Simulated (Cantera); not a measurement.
Cantera run:

```python
import numpy as np
import cantera as ct

gas_names = [...]  # 87 gases of nasa_gas.yaml made of C, H, Si
cond_names = """
    C(gr) C6H6(L) C7H8(L) C8H18(L),n-octa Si(cr) Si(L) SiC(b)
""".split()


# ... load() reads the species with a 1 bar reference pressure and builds the phases ...
atoms = {
    'Si(CH3)4': {'Si': 1, 'C': 4, 'H': 12},
    'C2H4': {'C': 2, 'H': 4},
    'H2': {'H': 2},
}
top_T = {'C(gr)': 4500, 'SiC(b)': 3050}  # K; cautious upper limits of use, not melting points


# ... equilibrate(T, P, feed) seeds the gas with the atoms and calls Mixture.equilibrate('TP', solver="vcs", rtol=1e-11, max_steps=5000) ...
results = []
feed = {'Si(CH3)4': 1, 'C2H4': 0.13, 'H2': 84}  # mol
P = 41000  # Pa
for T in [1350, 1500, 1650, 1800, 1950, 2100, 2250, 2400, 2550]:
    mix = equilibrate(T, P, feed)
    results.append((T, P, feed, dict(zip(mix.species_names, mix.species_moles))))

top = {s: max(r[3][s] / sum(r[3][g] for g in gas_names) for r in results) for s in gas_names}
cols = sorted((s for s in top if top[s] > 1e-06), key=lambda s: -top[s])[:5]
seen = [c for c in cond_names if any(r[3].get(c, 0) > 1e-12 for r in results)]
print("log10 of partial pressures in bar; condensed amounts in mol")
print(f"{'T/K':>10s}" + "".join(f"{s[:9]:>10s}" for s in cols + seen))
for T, P, feed, n in results:
    ng = sum(n[g] for g in gas_names)
    print(f"{T:10.4g}" + "".join(f"{np.log10(max(n[s] / ng * P / 1e5, 1e-99)):10.3f}" for s in cols)
          + "".join(f"{n.get(c, 0):10.4g}" for c in seen))
```

It prints:

```
log10 of partial pressures in bar; condensed amounts in mol
       T/K        H2         H C2H2,acet        Si       CH4     C(gr)    SiC(b)
      1350    -0.388    -5.817    -6.295   -12.120    -3.016     3.048         1
      1500    -0.388    -4.948    -5.432   -10.115    -3.365     3.163         1
      1650    -0.388    -4.235    -4.728    -8.478    -3.652     3.202         1
      1800    -0.388    -3.640    -4.144    -7.116    -3.889     3.199    0.9999
      1950    -0.388    -3.135    -3.651    -5.967    -4.090     3.143    0.9993
      2100    -0.390    -2.701    -3.230    -4.983    -4.262     2.991    0.9953
      2250    -0.394    -2.326    -2.869    -4.132    -4.414     2.672    0.9711
      2400    -0.402    -1.999    -2.558    -3.389    -4.554      2.12    0.8412
      2550    -0.417    -1.715    -2.294    -2.735    -4.693     1.362    0.2224
```

Cantera equilibrium calculation (NASA polynomials, part measured and part estimated; ideal gas, pure solids and liquids). Gases not in the tables: Si2H6 and higher silanes.
